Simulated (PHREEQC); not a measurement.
A solution holds 48 mmol/kgw ZnCl2, 0.28 mmol/kgw Na2SO4 and 5.5 mmol/kgw FeSO4, at 25 °C. Closed to the air; pH follows from the charge balance.

Computed with PHREEQC (ion-association model, wateq4f.dat).

This is a speciation only: nothing precipitates in the calculation.

**Question.** Order these Fe species by the share of Fe that they hold, largest first: Fe+2, FeCl+, FeSO4.

**Answer.** Fe+2 (91 %), FeSO4 (4.7 %), FeCl+ (4.0 %)

The pH is 5.20 and the ionic strength 0.146 mol/kgw.
